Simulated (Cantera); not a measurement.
A diamond (100) surface in a fixed gas of H2 with x(CH4) = 0.0059, x(H) = 0.041, at 1298 K, 3700 Pa; coverages are run to steady state.

Computed with Cantera and the Harris–Goodwin 1993 mechanism for the reconstructed diamond (100) surface.

One state of this run: growth (µm/h) = 0.545; θ c6HH = 0.377; θ c6H* = 0.0494; θ c6*H = 0.526; θ c6** = 0.0470; θ c6HM = 3.91e-5. θ: site fractions in the mechanism's names (c6HH fully hydrogenated, c6H* and c6*H radical sites, c6** diradical, c6HM methylated).

Which value of x(CH3) does it belong to?
A. 2.8e-05
B. 1.2e-05
C. 0.00034
D. 2.3e-06

A, 2.8e-05
